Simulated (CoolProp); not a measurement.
Vapour-liquid equilibrium of R113 (1) + benzene (2) at 387.8 K; x and y are mole fractions of (1).

Computed with CoolProp (multi-fluid Helmholtz-energy mixture model, Marx 1992 and Thol 2012; pair parameters Bell 2016).

### Question
Give the bubble pressure and the first vapour's composition at x = 0.35, 0.425, 0.875. Is there an azeotrope?

### Answer
x = 0.35: 4.323 bar, y = 0.557; x = 0.425: 4.570 bar, y = 0.616; x = 0.875: 5.783 bar, y = 0.915. No azeotrope shows between x = 0.05 and 0.95.

Pair parameters are fitted to limited data, so mixtures are less certain than the pure fluids.
